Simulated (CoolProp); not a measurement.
A single-stage vapour-compression cycle with sulfur dioxide: evaporating at 230.15 K (dew point), condensing at 300.15 K (bubble point), superheat 8 K, subcooling 8 K, compressor efficiency 0.8, no pressure losses. Each further row changes one setting.

The numbers come from the reference Helmholtz-energy equation of state, Gao 2016 in CoolProp.

```json
[
 {"case": "as stated", "cooling COP": "1.99", "pressure ratio": "23.3", "discharge temperature (K)": "498.2", "refrigerating effect (kJ/kg)": "338", "volumetric capacity (kJ/m³)": "198"},
 {"case": "evaporating temperature 235.15 K", "cooling COP": "2.25", "pressure ratio": "17.2", "discharge temperature (K)": "476.8", "refrigerating effect (kJ/kg)": "340", "volumetric capacity (kJ/m³)": "264"},
 {"case": "condensing temperature 295.15 K", "cooling COP": "2.18", "pressure ratio": "19.7", "discharge temperature (K)": "481.4", "refrigerating effect (kJ/kg)": "345", "volumetric capacity (kJ/m³)": "202"},
 {"case": "subcooling 13 K", "cooling COP": "2.03", "pressure ratio": "23.3", "discharge temperature (K)": "498.2", "refrigerating effect (kJ/kg)": "345", "volumetric capacity (kJ/m³)": "202"},
 {"case": "superheat 18 K", "cooling COP": "1.95", "pressure ratio": "23.3", "discharge temperature (K)": "515.4", "refrigerating effect (kJ/kg)": "344", "volumetric capacity (kJ/m³)": "194"}
]
```
